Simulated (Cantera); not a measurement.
A perfectly stirred reactor is fed with 5.40 % CH₄, 0.227 % H₂, 19.8 % O₂, 74.5 % N₂, equivalence ratio 0.55, at 21000 Pa; it is adiabatic with a 475 K inlet, and is followed from long to short residence time, starting on the burning branch (τ in s: 0.14, 0.057, 0.024, 0.01, 0.0042, 0.0017, 0.00073, 0.0003, 0.00013, 5.3e-05, 2.2e-05, 9.3e-06, 3.9e-06).

Detailed kinetics in Cantera: GRI-Mech 3.0 (53 species, 325 reactions).

x: mole fraction; the columns are a selection and need not sum to one.

| τ (s) | T (K) | x CH₄ | x H₂ | x O₂ | x HCO | x C₂H | x H |
|---|---|---|---|---|---|---|---|
| 0.14 | 1693 | 1.47e-5 | 0.000430 | 0.0888 | 5.23e-8 | <1e-12 | 0.000174 |
| 0.057 | 1677 | 2.58e-5 | 0.000734 | 0.0889 | 1.33e-7 | <1e-12 | 0.000394 |
| 0.024 | 1654 | 4.56e-5 | 0.00118 | 0.0891 | 3.19e-7 | <1e-12 | 0.000823 |
| 0.010 | 1620 | … | … | 0.0897 | … | 1.01e-12 | … |
| 0.0042 | 1572 | 0.000170 | 0.00261 | 0.0909 | 1.74e-6 | 2.22e-12 | 0.00280 |
| 0.0017 | 1506 | 0.000413 | 0.00356 | 0.0938 | 4.12e-6 | 6.46e-12 | 0.00416 |
| 0.00073 | 1416 | 0.00137 | 0.00493 | 0.101 | 9.51e-6 | 2.88e-11 | 0.00417 |
| 0.00030 | 475 | 0.0540 | 0.00227 | 0.198 | <1e-12 | <1e-12 | <1e-12 |
| 0.00013 | 475 | 0.0540 | 0.00227 | 0.198 | <1e-12 | <1e-12 | <1e-12 |
| 5.3e-5 | 475 | 0.0540 | 0.00227 | 0.198 | <1e-12 | <1e-12 | <1e-12 |
| 2.2e-5 | 475 | 0.0540 | 0.00227 | 0.198 | <1e-12 | <1e-12 | <1e-12 |
| 9.3e-6 | 475 | 0.0540 | 0.00227 | 0.198 | <1e-12 | <1e-12 | <1e-12 |
| 3.9e-6 | 475 | 0.0540 | 0.00227 | 0.198 | <1e-12 | <1e-12 | <1e-12 |

Question: Fill in the missing entries.

Answer: 
- 0.010, x CH₄: 8.49e-5
- 0.010, x H₂: 0.00182
- 0.010, x HCO: 7.58e-7
- 0.010, x H: 0.00161
